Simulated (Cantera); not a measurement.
A Cantera script and its output.

```python
import numpy as np
import cantera as ct

gas = ct.Solution("gri30.yaml")
gas.TPX = 1473, 450000, {'CH4': 1, 'O2': 3.08, 'N2': 11.6, 'H2O': 0.5}
reactor = ct.IdealGasConstPressureReactor(gas, energy="on", clone=False)
net = ct.ReactorNet([reactor])
net.rtol, net.atol = 1e-08, 1e-16
show = ['CH4', 'O2', 'H2O', 'C2H2', 'CH3', 'N2O']
times = np.geomspace(1e-05, 0.6, 11)

steps = ct.SolutionArray(gas, extra=["t"])
rows = []
print(f"{'t/s':>10s}{'T/K':>9s}{'P/Pa':>11s}" + "".join(f"{s:>11s}" for s in show))
for t in times:
    while net.time < t:
        t_next = net.step()
        steps.append(gas.state, t=t_next)
    rows.append([np.interp(t, steps.t, y) for y in (steps.T, steps.P, *steps(*show).X.T)])
    print(f"{t:10.3e}{rows[-1][0]:9.1f}{rows[-1][1]:11.4g}" + "".join(f"{x:11.3e}" for x in rows[-1][2:]))
rate = np.gradient(steps.T, steps.t)
print("integrator steps:", len(steps.t))
if steps.T.max() > steps.T[0] + 200:
    print(f"time of steepest temperature rise: {steps.t[rate.argmax()]:.4e} s")
gas.TPX = 1473, 450000, {'CH4': 1, 'O2': 3.08, 'N2': 11.6, 'H2O': 0.5}
gas.equilibrate("HP")
print(f"equilibrium (HP): T = {gas.T:.1f} K  " + "  ".join(f"{s} {gas[s].X[0]:.3e}" for s in show))
```

Result:

```
       t/s      T/K       P/Pa        CH4         O2        H2O       C2H2        CH3        N2O
 1.000e-05   1473.0    4.5e+05  6.180e-02  1.904e-01  3.090e-02  1.143e-14  3.318e-06  1.155e-11
 3.005e-05   1473.0    4.5e+05  6.178e-02  1.903e-01  3.091e-02  2.030e-12  1.511e-05  8.459e-11
 9.029e-05   1473.4    4.5e+05  6.160e-02  1.902e-01  3.103e-02  7.373e-10  7.239e-05  5.450e-10
 2.713e-04   1484.0    4.5e+05  5.922e-02  1.887e-01  3.285e-02  2.592e-07  1.962e-04  5.415e-09
 8.152e-04   2585.8    4.5e+05  2.042e-17  6.546e-02  1.445e-01  2.462e-21  1.260e-16  1.387e-06
 2.449e-03   2578.1    4.5e+05  1.972e-17  6.303e-02  1.448e-01  2.246e-21  1.190e-16  1.398e-06
 7.360e-03   2569.7    4.5e+05  1.896e-17  6.042e-02  1.451e-01  2.021e-21  1.115e-16  1.447e-06
 2.212e-02   2568.1    4.5e+05  1.882e-17  5.993e-02  1.451e-01  1.980e-21  1.101e-16  1.460e-06
 6.645e-02   2568.1    4.5e+05  1.882e-17  5.992e-02  1.451e-01  1.980e-21  1.101e-16  1.460e-06
 1.997e-01   2568.1    4.5e+05  1.882e-17  5.992e-02  1.451e-01  1.980e-21  1.101e-16  1.460e-06
 6.000e-01   2568.1    4.5e+05  1.882e-17  5.992e-02  1.451e-01  1.980e-21  1.101e-16  1.460e-06
integrator steps: 1833
time of steepest temperature rise: 4.2932e-04 s
equilibrium (HP): T = 2568.1 K  CH4 2.646e-17  O2 5.992e-02  H2O 1.451e-01  C2H2 2.231e-21  CH3 1.549e-16  N2O 1.460e-06
```

Cantera simulation using GRI-Mech 3.0 (53 species, 325 reactions); the numbers are that mechanism's predictions, not measurements.
